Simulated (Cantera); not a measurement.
A perfectly stirred reactor is fed with 4.30 % CH₄, 95.6 % H₂, 0.143 % CO₂, at 8.25 Torr; it is held at 2700 K, and followed from long to short residence time.

Cantera simulation using GRI-Mech 3.0 (53 species, 325 reactions); the numbers are that mechanism's predictions, not measurements. GRI-Mech 3.0 stops at C3 and has no aromatics, soot or wall deposition, so with more carbon than oxygen in the feed, carbon stays in small species such as C2H2 where larger ones or solid carbon would form. Radical loss at walls, strong at low pressure, is not modelled.

One state of this run: x CH₄ = 4.61e-6; x H₂ = 0.697; x CO₂ = 1.11e-7; x H = 0.284; x CH₂ = 2.10e-5; x H₂O = 8.98e-7. x: mole fraction; the columns are a selection and need not sum to one.

**Question.** Which value of τ (s) does it belong to?
A. 0.019
B. 0.25
C. 0.0015
D. 0.58

**Answer.** D, 0.58
